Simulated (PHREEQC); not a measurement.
A made-up water analysis in mmol/kgw, 70 °C, pH 6.61, pe -1.6: Na 454; K 0.0134; Ca 3.22; Mg 46.2; Cl 367; S(6) 77.1; Alkalinity (meq/kgw) 3.13; N(-3) 0.696; Fe(2) 0.395; Mn(2) 0.155; Li 0.0776.

Cl is adjusted to close the charge balance.
Valence states are taken as typed.

Computed with PHREEQC (ion-association model, phreeqc.dat).

Precipitation was switched off in this run.

Question: Predict the ionic strength, specific conductance.

Answer: ionic strength 0.553 mol/kgw; specific conductance 87800 µS/cm.

Question: In which forms is Mg present?

Answer: Mg+2 52 %, MgSO4 47 %, MgHCO3+ 0.6 % of the Mg.

Examples of supersaturated solids here: Siderite, Rhodochrosite. Others may be too. Species that the database lacks are ignored. At this temperature some constants are extrapolated from 25 °C, and those without enthalpy data are left unchanged.
